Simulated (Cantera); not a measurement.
A closed system holds: 1 mol borazine, 0.16 mol O₂, 0.38 mol H₂, at 2123 K and 46.0 mbar.

Cantera equilibrium calculation (NASA polynomials, part measured and part estimated; ideal gas, pure solids and liquids). Candidate condensed phases: B, BN, B₂O₃, B₃O₃H₃, H₂O; 39 gas species. The feed counts by its element totals alone. The tables' values for BH₂ are old estimates; treat these amounts as uncertain. Kinetics and transport are ignored.

What is the equilibrium state?


| Item | Value |
|---|---|
| x(H₂) | 0.865 |
| x(HBO) | 0.0551 |
| x(N₂) | 0.0427 |
| x(H) | 0.0156 |
| x(BO) | 0.0129 |
| x(B₂O₂) | 0.00805 |
| x(BH₂) | 0.000457 |
| x(HBO₂) | 0.000201 |
| x(B₂O₃) | 0.000194 |
| n(BN(s)) | 2.68 mol |
| gas amount | 3.753 mol |
| log10 activity of B(s) (absent) | -0.24 |
